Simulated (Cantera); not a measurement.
# H2S + H2 (abatement and gas-phase synthesis)

Feed: 1 mol H2S, 0.096 mol H2, held at 1950 K.

Method: chemical equilibrium by Gibbs-energy minimisation in Cantera with the NASA 1993 tables (ideal gas, pure condensed phases). Candidate condensed phases: S; 7 gas species. The ideal-gas law is rough above about 30 bar. Equilibrium is a limit: real reactors are often held back by kinetics, nucleation or transport.

```tsv
P (Pa)	x H2S	x H2	x S2	x S	x H	x SH
10	0.00179	0.565	0.218	0.106	0.0862	0.0224
65	0.00554	0.624	0.263	0.0457	0.0355	0.0258
420	0.0150	0.645	0.280	0.0186	0.0142	0.0271
2700	0.0379	0.641	0.281	0.00733	0.00559	0.0271
17000	0.0887	0.613	0.268	0.00285	0.00218	0.0258
110000	0.190	0.549	0.236	0.00105	0.000810	0.0230
720000	0.350	0.448	0.184	0.000363	0.000286	0.0183
4700000	0.536	0.328	0.123	0.000116	9.58e-5	0.0128
30000000	0.698	0.225	0.0697	3.47e-5	3.14e-5	0.00798
```
x: gas mole fraction; nothing condenses.

From 10.0 Pa to 3.00e7 Pa nothing is condensed.
